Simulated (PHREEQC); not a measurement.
Solution A (0.028 mol TMAH, 0.00027 mol K2SO4 and 0.0033 mol H3BO3 per kg of water) is mixed with solution B (5.2 mmol/kgw H2SO4) at 25 °C; shares are by mass of water, 1 kg in all. Oxygen is held at 0.21 atm. CO2 from the air is kept out. Nothing may precipitate in this run.

All values are PHREEQC results (ion-association model, wateq4f.dat), not measurements.

| share of solution B | pH | H2BO3- (mol/kgw) | SO4-2 (mol/kgw) | HSO4- (mol/kgw) | H3BO3 (mol/kgw) |
|---|---|---|---|---|---|
| 0 | 12.32 | 0.00330 | 0.000269 | 0 | 2.29e-6 |
| 0.1 | 12.26 | 0.00297 | 0.000762 | 2.61e-14 | 2.40e-6 |
| 0.2 | 12.18 | 0.00264 | 0.00125 | 5.21e-14 | 2.56e-6 |
| 0.3 | 12.09 | 0.00231 | 0.00175 | 9.16e-14 | 2.80e-6 |
| 0.4 | 11.97 | 0.00198 | 0.00224 | 1.58e-13 | 3.19e-6 |
| 0.5 | 11.80 | 0.00165 | 0.00273 | 2.91e-13 | 3.96e-6 |
| 0.6 | 11.51 | 0.00131 | 0.00322 | 6.84e-13 | 6.22e-6 |
| 0.7 | 10.26 | 0.000913 | 0.00372 | 1.41e-11 | 7.64e-5 |
| 0.8 | 2.70 | 2.14e-10 | 0.00369 | 0.000520 | 0.000660 |
| 0.9 | 2.31 | 4.40e-11 | 0.00351 | 0.00120 | 0.000330 |
| 1 | 2.11 | 0 | 0.00336 | 0.00184 | 0 |

Complexes and solids missing from the database can't appear. (CH3)4N+ isn't in the database: it is added as a free cation with an ion size of 4 Å.
